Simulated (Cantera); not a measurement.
A freely propagating, adiabatic, planar premixed flame of 9.51 % CH4, 19.0 % O2, 71.5 % N2, unburnt at 548 K and 180000 Pa; mixture-averaged transport, grid criteria slope 0.08 and curve 0.16, no radiation.

Computed with Cantera and GRI-Mech 3.0 (53 species, 325 reactions). Burning velocities carry a grid error of a few per cent, more on coarse grids.

Q: Predict: laminar burning velocity; thermal thickness; peak x(C2H6); peak x(HCO); peak x(HO2); peak x(CH2).

A: laminar burning velocity: 91.2 cm/s
thermal thickness: 0.218 mm
peak x(C2H6): 0.000999
peak x(HCO): 5.17e-5
peak x(HO2): 0.000199
peak x(CH2): 5.82e-5
